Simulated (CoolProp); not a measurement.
A simple Rankine cycle with 1,2-dichloroethane: condensing at 326.15 K, boiler at 2.21 MPa, turbine inlet 499 K, turbine efficiency 0.7, pump efficiency 0.6, no recuperator. Each further row changes one setting.

The numbers come from the reference Helmholtz-energy equation of state, Thol 2015 in CoolProp.

```json
[
 {"case": "as stated", "thermal efficiency (%)": "13.7", "net work (kJ/kg)": "34.5", "heat in (kJ/kg)": "251", "turbine exit temperature (K)": "326.1", "volume ratio over the turbine": "428"},
 {"case": "condensing temperature 318.15 K", "thermal efficiency (%)": "14.5", "net work (kJ/kg)": "38.1", "heat in (kJ/kg)": "262", "turbine exit temperature (K)": "318.1", "volume ratio over the turbine": "587"},
 {"case": "boiler pressure 1.55 MPa", "thermal efficiency (%)": "17.7", "net work (kJ/kg)": "84.7", "heat in (kJ/kg)": "478", "turbine exit temperature (K)": "385.5", "volume ratio over the turbine": "41.2"},
 {"case": "turbine efficiency 0.6", "thermal efficiency (%)": "11.6", "net work (kJ/kg)": "29.1", "heat in (kJ/kg)": "251", "turbine exit temperature (K)": "326.1", "volume ratio over the turbine": "439"}
]
```

The expansion ends wet for: as stated; condensing temperature 318.15 K; turbine efficiency 0.6.
